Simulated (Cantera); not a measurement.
An adiabatic, constant-volume homogeneous reactor starts with CO : H₂ : CH₄ : O₂ : N₂ = 1 : 0.46 : 0.084 : 0.408 : 1.53 (molar parts), at 1350 K and 500000 Pa.

Model: GRI-Mech 3.0 (53 species, 325 reactions), integrated in Cantera.

Question: Predict: time of steepest temperature rise; temperature at 5.00 s; equilibrium temperature; x(CO) at 5.00 s; x(H₂) at 5.00 s; x(HO₂) at 5.00 s; x(NO) at 5.00 s.

Answer: 
| Property | Value |
|---|---|
| time of steepest temperature rise | 15.9 µs |
| temperature at 5.00 s | 2979 K |
| equilibrium temperature | 2979 K |
| x(CO) at 5.00 s | 0.249 (gas-phase equilibrium 0.249) |
| x(H₂) at 5.00 s | 0.0536 (gas-phase equilibrium 0.0536) |
| x(HO₂) at 5.00 s | 1.47e-6 (gas-phase equilibrium 1.47e-6) |
| x(NO) at 5.00 s | 0.00244 (gas-phase equilibrium 0.00244) |
